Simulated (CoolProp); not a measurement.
The numbers come from the reference Helmholtz-energy equation of state, Span 2000 in CoolProp.

**Question.** Give the vapour pressure (MPa), enthalpy of vaporisation (kJ/kg), vapour Z, liquid viscosity (µPa s) of saturated nitrogen at 106 K.

**Answer.** 
```tsv
T (K)	p (MPa)	enthalpy of vaporisation (kJ/kg)	vapour Z	liquid viscosity (µPa s)
106	1.15	146	0.763	63.4
```

Viscosity comes from a separate model (Lemmon 2004).
